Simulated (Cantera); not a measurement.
Source: NASA polynomial tables (part measured, part estimated), evaluated in Cantera. Values are per mole of reaction as written; species without (g) are pure solids or liquids, kept so even where they would boil at 1 bar.

2 C₃H₈(g) + 5 NiS → 5 H₂S(g) + 3 C₂H₂(g) + 5 Ni, with ΔH° = 1230.9 kJ and ΔS° = 975.7 J/K at 300 K.

Q: How far is the shortcut ΔG° ≈ ΔH°(300 K) − T·ΔS°(300 K) from the full temperature-dependent value at 2798, 2823, 2848, 2873, 2898, 2923, 2948, 2973, 2998 K?

A: 
```
T (K)  shortcut (kJ)  full (kJ)  difference (kJ)  difference in log10 K  condensed phases
-----  -------------  ---------  ---------------  ---------------------  ----------------
2798         -1499.1    -1155.7           -343.4                   6.41     NiS(l), Ni(l)
2823         -1523.5    -1174.2           -349.2                   6.46     NiS(l), Ni(l)
2848         -1547.8    -1192.7           -355.1                   6.51     NiS(l), Ni(l)
2873         -1572.2    -1211.2           -361.0                   6.56     NiS(l), Ni(l)
2898         -1596.6    -1229.6           -367.0                   6.61     NiS(l), Ni(l)
2923         -1621.0    -1248.1           -373.0                   6.66     NiS(l), Ni(l)
2948         -1645.4    -1266.5           -378.9                   6.71     NiS(l), Ni(l)
2973         -1669.8    -1284.8           -385.0                   6.76     NiS(l), Ni(l)
2998         -1694.2    -1303.2           -391.0                   6.81     NiS(l), Ni(l)
```
The shortcut ignores heat capacities and the phase changes listed.
